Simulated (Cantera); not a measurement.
## Equilibrium for silicon carbide growth: (CH₃)₂SiCl₂ + C₃H₈ + H₂

Feed: 1 mol (CH₃)₂SiCl₂, 0.62 mol C₃H₈, 7.7 mol H₂, equilibrated at 11000 Pa.

Equilibrium computed with Cantera from the NASA thermochemical tables; the gas is ideal and each condensed phase is pure. Candidate condensed phases: C, C₆H₆, C₇H₈, C₈H₁₈, Si, SiC; 109 gas species. The feed counts by its element totals alone. The tables' values for SiCl, SiCl₃ are old estimates; treat these amounts as uncertain. Gases not in the tables: Si₂H₆ and higher silanes. Kinetics and transport are ignored.

From 1950 K to 2550 K the condensed part is C(graphite) + SiC(s). The main Si-bearing gas is SiCl₂ at 1950 K and Si at 2550 K. The share of Si in condensed phases is highest at 1950 K (96.4 %) and lowest at 2550 K (43.0 %).

| T (K) | x H₂ | x HCl | x H | x Si | x C₂H₂ (acetylene) | n C(graphite) | n SiC(s) |
|---|---|---|---|---|---|---|---|
| 1950 | 0.858 | 0.135 | 0.00320 | 9.82e-6 | 0.000469 | 2.88 | 0.964 |
| 2050 | 0.855 | 0.133 | 0.00633 | 4.61e-5 | 0.000908 | 2.88 | 0.954 |
| 2150 | 0.850 | 0.131 | 0.0117 | 0.000187 | 0.00165 | 2.87 | 0.940 |
| 2250 | 0.841 | 0.128 | 0.0205 | 0.000671 | 0.00281 | 2.86 | 0.917 |
| 2350 | 0.825 | 0.123 | 0.0342 | 0.00215 | 0.00455 | 2.84 | 0.869 |
| 2450 | 0.800 | 0.117 | 0.0542 | 0.00626 | 0.00698 | 2.85 | 0.749 |
| 2550 | 0.757 | 0.108 | 0.0818 | 0.0167 | 0.0101 | 2.92 | 0.430 |
x: gas mole fraction; n: condensed amount in mol.
